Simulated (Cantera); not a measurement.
Cantera run:

```python
import numpy as np
import cantera as ct

gas_names = """
    CL CL2 H HCL H2 N NH NH2 NH3 N2 N2H2 N2H4 Si SiCL SiCL2 SiCL3 SiCL4 SiH SiHCL3 SiH2 SiH2CL2 SiH3
    SiH3CL SiH4 SiN Si2 Si2N Si3
""".split()
cond_names = """
    NH4CL(a) NH4CL(b) Si(cr) Si(L) Si3N4(a)
""".split()


def load(file, names, dense=False):
    # The tables refer to 1 bar. Condensed volumes are neglected.
    table = {s.name: s for s in ct.Species.list_from_file(file)}
    out = []
    for n in names:
        d = dict(table[n].input_data)
        d["thermo"] = dict(d["thermo"], **{"reference-pressure": 1e5})
        if dense:
            d["equation-of-state"] = {"model": "constant-volume", "density": "1e6 g/cm^3"}
        out.append(ct.Species.from_dict(d))
    return out


gas = ct.Solution(thermo="ideal-gas", species=load("nasa_gas.yaml", gas_names))
cond = {s.name: ct.Solution(thermo="fixed-stoichiometry", species=[s], name=s.name)
        for s in load("nasa_condensed.yaml", cond_names, dense=True)}
atoms = {
    'Si3N4': {'Si': 3, 'N': 4},
    'H2': {'H': 2},
    'HCl': {'H': 1, 'CL': 1},
}
top_T = {'Si3N4(a)': 2400}  # K; cautious upper limits of use, not melting points


def equilibrate(T, P, feed):
    n = {}
    for name, mol in feed.items():
        for a, k in atoms[name].items():
            n[a] = n.get(a, 0.0) + k * mol
    gas.TPX = T, P, n
    mass = sum(n.values()) * gas.mean_molecular_weight
    gas.equilibrate("TP")
    valid = [c for c in cond.values() if c.min_temp <= T <= top_T.get(c.name, c.max_temp)]
    mix = ct.Mixture([(gas, mass / gas.mean_molecular_weight)] + [(c, 0.0) for c in valid])
    mix.T, mix.P = T, P
    mix.equilibrate("TP", solver="vcs", rtol=1e-11, max_steps=5000)
    return mix


results = []
feed = {'Si3N4': 1, 'H2': 200, 'HCl': 28}  # mol
T = 848  # K
for P in [1, 5.2, 27, 140, 720, 3700, 19000, 100000]:
    mix = equilibrate(T, P, feed)
    results.append((T, P, feed, dict(zip(mix.species_names, mix.species_moles))))

top = {s: max(r[3][s] / sum(r[3][g] for g in gas_names) for r in results) for s in gas_names}
cols = sorted((s for s in top if top[s] > 1e-05), key=lambda s: -top[s])[:5]
seen = [c for c in cond_names if any(r[3].get(c, 0) > 1e-12 for r in results)]
print("log10 of partial pressures in bar; condensed amounts in mol")
print(f"{'P/Pa':>10s}" + "".join(f"{s[:9]:>10s}" for s in cols + seen))
for T, P, feed, n in results:
    ng = sum(n[g] for g in gas_names)
    print(f"{P:10.4g}" + "".join(f"{np.log10(max(n[s] / ng * P / 1e5, 1e-99)):10.3f}" for s in cols)
          + "".join(f"{n.get(c, 0):10.4g}" for c in seen))
```

Result:

```
log10 of partial pressures in bar; condensed amounts in mol
      P/Pa        H2       HCL     SiCL4        N2       NH3  Si3N4(a)
         1    -5.056    -5.920    -8.195    -8.362   -14.489    0.9505
       5.2    -4.340    -5.207    -7.343    -7.513   -12.990    0.9327
        27    -3.624    -4.496    -6.496    -6.666   -11.493     0.909
       140    -2.909    -3.788    -5.653    -5.824    -9.999    0.8778
       720    -2.197    -3.084    -4.819    -4.990    -8.514    0.8379
      3700    -1.486    -2.383    -3.991    -4.162    -7.033    0.7877
   1.9e+04    -0.774    -1.686    -3.169    -3.341    -5.555    0.7259
     1e+05    -0.052    -0.980    -2.342    -2.518    -4.060    0.6499
```

Cantera equilibrium calculation (NASA polynomials, part measured and part estimated; ideal gas, pure solids and liquids).
